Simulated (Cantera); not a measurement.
A closed system holds: 1 mol PbF2, 1.5 mol H2, equilibrated at 100 Torr.

Cantera equilibrium calculation (NASA polynomials, part measured and part estimated; ideal gas, pure solids and liquids). Candidate condensed phases: Pb, PbF2; 16 gas species. Equilibrium is a limit: real reactors are often held back by kinetics, nucleation or transport.

### Question
What share of the Pb ends up in condensed phases as a function of T (K), at 698, 798, 898, 998, 1098, 1198, 1298, 1398, 1498, 1598, 1698, 1798, 1898?

### Answer
| T (K) | Pb condensed (%) | as |
|---|---|---|
| 698 | 100.0 | Pb(l) + PbF2(s) |
| 798 | 100.0 | Pb(l) |
| 898 | 100.0 | Pb(l) |
| 998 | 100.0 | Pb(l) |
| 1098 | 99.8 | Pb(l) |
| 1198 | 98.8 | Pb(l) |
| 1298 | 95.0 | Pb(l) |
| 1398 | 82.6 | Pb(l) |
| 1498 | 43.8 | Pb(l) |
| 1598 | 0.0 | - |
| 1698 | 0.0 | - |
| 1798 | 0.0 | - |
| 1898 | 0.0 | - |
